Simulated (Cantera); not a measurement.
What does this Cantera script print?

```python
import numpy as np
import cantera as ct

gas = ct.Solution("gri30.yaml", transport_model="multicomponent")
show = ['NO', 'CH4', 'C2H2']

rows = []
print(f"{'T/K':>7s}{'rho':>11s}{'cp':>10s}{'mu':>11s}{'lambda':>11s}{'Pr':>7s}" + "".join(f"{'D_' + s:>11s}" for s in show))
for T in [400, 500, 600, 700, 800, 900, 1000, 1100, 1200]:
    gas.TPX = T, 72, {'CO': 0.74}
    Pr = gas.cp_mass * gas.viscosity / gas.thermal_conductivity
    D = [gas.mix_diff_coeffs_mole[gas.species_index(s)] for s in show]
    rows.append([gas.density, gas.cp_mass, gas.viscosity, gas.thermal_conductivity, Pr, *D])
    print(f"{T:7g}{gas.density:11.4e}{gas.cp_mass:10.1f}{gas.viscosity:11.4e}"
          f"{gas.thermal_conductivity:11.4e}{Pr:7.3f}" + "".join(f"{d:11.4e}" for d in D))
print("SI units: kg/m3, J/kg/K, Pa s, W/m/K, m2/s")
```

Output:

```
    T/K        rho        cp         mu     lambda     Pr       D_NO      D_CH4     D_C2H2
    400 6.0639e-04    1048.7 2.1957e-05 3.1878e-02  0.722 4.7264e-02 5.2088e-02 3.9164e-02
    500 4.8511e-04    1064.3 2.5680e-05 3.7968e-02  0.720 6.9293e-02 7.6719e-02 5.8032e-02
    600 4.0426e-04    1085.9 2.9084e-05 4.3969e-02  0.718 9.4415e-02 1.0484e-01 7.9614e-02
    700 3.4651e-04    1111.5 3.2254e-05 4.9979e-02  0.717 1.2243e-01 1.3621e-01 1.0372e-01
    800 3.0319e-04    1138.7 3.5241e-05 5.5990e-02  0.717 1.5317e-01 1.7065e-01 1.3019e-01
    900 2.6951e-04    1164.1 3.8082e-05 6.1896e-02  0.716 1.8652e-01 2.0801e-01 1.5892e-01
   1000 2.4256e-04    1184.0 4.0802e-05 6.7494e-02  0.716 2.2237e-01 2.4817e-01 1.8981e-01
   1100 2.2051e-04    1202.7 4.3419e-05 7.3000e-02  0.715 2.6062e-01 2.9102e-01 2.2278e-01
   1200 2.0213e-04    1219.2 4.5947e-05 7.8346e-02  0.715 3.0120e-01 3.3649e-01 2.5774e-01
SI units: kg/m3, J/kg/K, Pa s, W/m/K, m2/s
```

Computed with Cantera and GRI-Mech 3.0 (53 species, 325 reactions).
